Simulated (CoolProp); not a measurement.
Vapour-liquid equilibrium of R134a (1) + R227EA (2) at 3.63 kPa; x and y are mole fractions of (1).

The numbers come from the multi-fluid Helmholtz-energy mixture model, Tillner-Roth 1994 and Lemmon 2016; pair parameters Bell 2016 in CoolProp.

```json
[
 {"x": "0.05", "bubble temperature, mixture model (K)": "199.2", "bubble temperature, Raoult's law (K)": "199.5", "y, mixture model": "___", "y, Raoult's law": "0.084"},
 {"x": "0.2", "bubble temperature, mixture model (K)": "___", "bubble temperature, Raoult's law (K)": "198.2", "y, mixture model": "___", "y, Raoult's law": "0.304"},
 {"x": "0.35", "bubble temperature, mixture model (K)": "196.1", "bubble temperature, Raoult's law (K)": "197.1", "y, mixture model": "___", "y, Raoult's law": "0.486"},
 {"x": "0.5", "bubble temperature, mixture model (K)": "___", "bubble temperature, Raoult's law (K)": "196.0", "y, mixture model": "___", "y, Raoult's law": "0.638"},
 {"x": "0.65", "bubble temperature, mixture model (K)": "194.3", "bubble temperature, Raoult's law (K)": "195.0", "y, mixture model": "___", "y, Raoult's law": "0.766"},
 {"x": "0.8", "bubble temperature, mixture model (K)": "193.6", "bubble temperature, Raoult's law (K)": "194.1", "y, mixture model": "0.855", "y, Raoult's law": "0.876"},
 {"x": "0.95", "bubble temperature, mixture model (K)": "193.1", "bubble temperature, Raoult's law (K)": "193.3", "y, mixture model": "___", "y, Raoult's law": "0.971"}
]
```

What belongs in the gaps?


- 0.05, y, mixture model: 0.104
- 0.2, bubble temperature, mixture model (K): 197.4
- 0.2, y, mixture model: 0.342
- 0.35, y, mixture model: 0.511
- 0.5, bubble temperature, mixture model (K): 195.1
- 0.5, y, mixture model: 0.642
- 0.65, y, mixture model: 0.752
- 0.95, y, mixture model: 0.962

The largest gap from Raoult's law is -1.0 K in bubble temperature, at x = 0.35. No azeotrope shows between x = 0.05 and 0.95.

Pair parameters are fitted to limited data, so mixtures are less certain than the pure fluids.
